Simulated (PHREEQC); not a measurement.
A PHREEQC speciation (ion-association model, wateq4f.dat) at 71 °C gives pH 1.51 and these molalities:

```csv
species,mol/kgw
H+,0.0365
HSO4-,0.0295
SO4-2,0.00579
Zn+2,0.00212
ZnSO4,0.000758
Mg+2,0.000213
MgSO4,0.000157
Zn(SO4)2-2,2.72e-5
```

Problem. What are the element totals, and what could have been dissolved in 1 kg of water to give them?

Solution. Several could match; the one computed here: totals Mg 0.000370, S(6) 0.0363, Zn 0.00290 mol/kgw, from 33 mmol/kgw H2SO4, 2.9 mmol/kgw ZnSO4 and 0.37 mmol/kgw MgSO4.

This is a speciation only: nothing precipitates in the calculation. Constants without temperature data keep their 25 °C values here.
